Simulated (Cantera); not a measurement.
An isothermal, constant-pressure homogeneous reactor starts with 0.725 % H₂, 99.3 % O₂, equivalence ratio 0.0037, at 1473 K and 2800 Pa.

Model: GRI-Mech 3.0 (53 species, 325 reactions), integrated in Cantera. Radical loss at walls, strong at low pressure, is not modelled.

One state of this run: x H₂ = 5.73e-8; x O₂ = 0.993; x H₂O = 0.00724; x H = 1.82e-8; x OH = 5.99e-5; x O = 1.67e-5. x: mole fraction; the columns are a selection and need not sum to one.

Question: Which value of t (s) does it belong to?
A. 9.41
B. 0.000213
C. 0.0208
D. 200

Answer: D, 200
